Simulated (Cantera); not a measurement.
An adiabatic, constant-volume homogeneous reactor starts with C₂H₄ : O₂ : N₂ : CO₂ = 1 : 6.82 : 25.6 : 0.71 (molar parts), at 1048 K and 220000 Pa.

Cantera simulation using GRI-Mech 3.0 (53 species, 325 reactions); the numbers are that mechanism's predictions, not measurements. GRI-Mech 3.0 was tuned for natural gas; its chemistry of ethylene as a main component is partial and can be far from experiment.

Question: Predict: time of steepest temperature rise; temperature at 0.700 s; equilibrium temperature; x(O₂) at 0.700 s; x(CO₂) at 0.700 s; x(CO) at 0.700 s; x(H₂) at 0.700 s.

Answer: 
- time of steepest temperature rise: 35.8 ms
- temperature at 0.700 s: 2288 K
- equilibrium temperature: 2288 K
- x(O₂) at 0.700 s: 0.106 (gas-phase equilibrium 0.106)
- x(CO₂) at 0.700 s: 0.0781 (gas-phase equilibrium 0.0781)
- x(CO) at 0.700 s: 0.00119 (gas-phase equilibrium 0.00119)
- x(H₂) at 0.700 s: 0.000155 (gas-phase equilibrium 0.000155)
